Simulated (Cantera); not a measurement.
Dilute partial oxidation

A perfectly stirred reactor is fed with 0.465 % CH2O, 0.535 % O2, 99.0 % N2, at 760 Torr; it is held at 1550 K, and followed from long to short residence time.

Detailed kinetics in Cantera: GRI-Mech 3.0 (53 species, 325 reactions).

```
τ (s)     x CH2O      x O2     x HCN  x C2H6   x CH2CO  x C2H4
-------  -------  --------  --------  ------  --------  ------
19       4.37e-8  0.000705    <1e-12  <1e-12    <1e-12  <1e-12
6.2      8.91e-8  0.000723    <1e-12  <1e-12    <1e-12  <1e-12
2.0      1.74e-7  0.000758    <1e-12  <1e-12    <1e-12  <1e-12
0.65     3.18e-7  0.000820    <1e-12  <1e-12    <1e-12  <1e-12
0.21     5.56e-7  0.000923  1.59e-12  <1e-12    <1e-12  <1e-12
0.069    9.41e-7   0.00108  6.31e-12  <1e-12    <1e-12  <1e-12
0.022    1.65e-6   0.00131  1.91e-11  <1e-12    <1e-12  <1e-12
0.0072   3.09e-6   0.00160  4.51e-11  <1e-12    <1e-12  <1e-12
0.0023   6.82e-6   0.00198  9.77e-11  <1e-12  2.73e-12  <1e-12
0.00076  1.83e-5   0.00245  2.10e-10  <1e-12  1.61e-11  <1e-12
0.00024  6.78e-5   0.00315  4.48e-10  <1e-12  1.59e-10  <1e-12
```
x: mole fraction; the columns are a selection and need not sum to one.
